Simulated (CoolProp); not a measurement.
Sulfur dioxide at 298.15 K and 0.106 MPa is throttled through a valve to 0.066 MPa with no heat exchange. Each further row changes one setting.

Values from CoolProp's reference Helmholtz-energy equation of state, Gao 2016.

```json
[
 {"case": "as stated", "temperature change (K)": "-1.5", "final density (kg/m³)": "(withheld)"},
 {"case": "outlet pressure 0.0198 MPa", "temperature change (K)": "(withheld)", "final density (kg/m³)": "(withheld)"},
 {"case": "outlet pressure 0.0858 MPa", "temperature change (K)": "(withheld)", "final density (kg/m³)": "(withheld)"}
]
```

Fill in the missing entries.


- as stated, final density (kg/m³): 1.73
- outlet pressure 0.0198 MPa, temperature change (K): -3.4
- outlet pressure 0.0198 MPa, final density (kg/m³): 0.519
- outlet pressure 0.0858 MPa, temperature change (K): -0.8
- outlet pressure 0.0858 MPa, final density (kg/m³): 2.26
